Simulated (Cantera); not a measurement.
Input (Python, Cantera) and output of one run.

```python
import numpy as np
import cantera as ct

gas_names = """
    CL CL2 H HCL H2 N NH NH2 NH3 N2 N2H2 N2H4 Si SiCL SiCL2 SiCL3 SiCL4 SiH SiHCL3 SiH2 SiH2CL2 SiH3
    SiH3CL SiH4 SiN Si2 Si2N Si3
""".split()
cond_names = """
    NH4CL(a) NH4CL(b) Si(cr) Si(L) Si3N4(a)
""".split()


# ... load() reads the species with a 1 bar reference pressure and builds the phases ...
atoms = {
    'SiHCl3': {'Si': 1, 'H': 1, 'CL': 3},
    'N2': {'N': 2},
}
top_T = {'Si3N4(a)': 2400}  # K; cautious upper limits of use, not melting points


# ... equilibrate(T, P, feed) seeds the gas with the atoms and calls Mixture.equilibrate('TP', solver="vcs", rtol=1e-11, max_steps=5000) ...
results = []
feed = {'SiHCl3': 1, 'N2': 20}  # mol
T = 1373.15  # K
P = 31000  # Pa
mix = equilibrate(T, P, feed)
results.append((T, P, feed, dict(zip(mix.species_names, mix.species_moles))))
x = sorted(zip(gas.X, gas.species_names), reverse=True)
print(f"T = {T:g} K  P = {P:g} Pa  gas = {mix.phase_moles(0):.4g} mol")
print("   x: " + "  ".join(f"{s} {v:.3e}" for v, s in x if v > 0.0001))
print("   condensed (mol): " + ("  ".join(f"{mix.phase(i).name} {mix.phase_moles(i):.4g}"
      for i in range(1, mix.n_phases) if mix.phase_moles(i) > 1e-12) or "none"))
```

It prints:

```
T = 1373.15 K  P = 31000 Pa  gas = 21.19 mol
   x: N2 9.299e-01  HCL 4.105e-02  SiCL4 2.318e-02  H2 3.019e-03  SiCL3 1.977e-03  SiCL2 7.797e-04  SiHCL3 1.079e-04
   condensed (mol): Si3N4(a) 0.1494
```

These are equilibrium values from Cantera (NASA tables, ideal gas, pure condensed phases), not measurements of a reactor. N2 is the only nitrogen source here; it is nearly inert below about 1500 K, so the nitride shown seldom forms there in practice. The tables' values for SiCl3 are old estimates; treat these amounts as uncertain.
